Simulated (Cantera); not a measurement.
A diamond (100) surface in a fixed gas of H2 with x(CH4) = 0.0057, x(CH3) = 0.00049, at 1075 K, 0.270 bar; coverages are run to steady state.

Computed with Cantera and the Harris–Goodwin 1993 mechanism for the reconstructed diamond (100) surface.

One state of this run: growth (µm/h) = 95.7; θ c6HH = 0.526; θ c6H* = 0.0270; θ c6*H = 0.421; θ c6** = 0.0162; θ c6HM = 0.00618. θ: site fractions in the mechanism's names (c6HH fully hydrogenated, c6H* and c6*H radical sites, c6** diradical, c6HM methylated).

### Question
Which value of x(H) does it belong to?
A) 0.032
B) 0.00087
C) 0.00042
D) 0.00021

### Answer
A, 0.032
